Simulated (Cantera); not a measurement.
Input: 1 mol CH₃SiH₃, 0.011 mol C₂H₄, 13 mol H₂, held at 1598 K and 2.10 mbar.

These are equilibrium values from Cantera (NASA tables, ideal gas, pure condensed phases), not measurements of a reactor. Candidate condensed phases: C, C₆H₆, C₇H₈, C₈H₁₈, Si, SiC; 87 gas species. The feed counts by its element totals alone. The numbers say what is thermodynamically allowed, not how fast it happens.

Base state: H₂ 0.999, H 0.00116, C₂H₂ (acetylene) 2.69e-5 (mole fractions); condensed: C(graphite) + SiC(s).

Q: What changes in the equilibrium state with this change: CH₃SiH₃ replaced by Si(CH₃)₄?

A: 
```csv
species,before,after
H₂,0.999,0.999
H,0.00116,0.00116
C₂H₂ (acetylene),2.69e-5,2.69e-5
"C(graphite), mol",0.0211,3.02
"SiC(s), mol",1.000,1.000
```

Q: What changes in the equilibrium state with this change: temperature from 1598 K to 2498 K?

A: 
| species | before | after |
|---|---|---|
| H₂ | 0.999 | 0.545 |
| H | 0.00116 | 0.402 |
| Si | 4.65e-7 | 0.0365 |
| SiC₂ | 1.78e-9 | 0.00940 |
| C₂H | <1e-9 | 0.000308 |
| Si₂C | 1.46e-9 | 0.000356 |
| C₃ | <1e-9 | 0.000229 |
| C | <1e-9 | 7.71e-5 |
| C(graphite), mol | 0.0211 | 0.331 |
| SiC(s), mol | 1.000 | 0 |

Q: What changes in the equilibrium state with this change: temperature from 1598 K to 1098 K?

A: 
| species | before | after |
|---|---|---|
| H₂ | 0.999 | 1.000 |
| CH₄ | 3.45e-6 | 7.67e-5 |
| H | 0.00116 | 5.40e-7 |
| C₂H₂ (acetylene) | 2.69e-5 | 1.27e-8 |
| C(graphite), mol | 0.0211 | 0.0208 |
| SiC(s), mol | 1.000 | 1.00 |
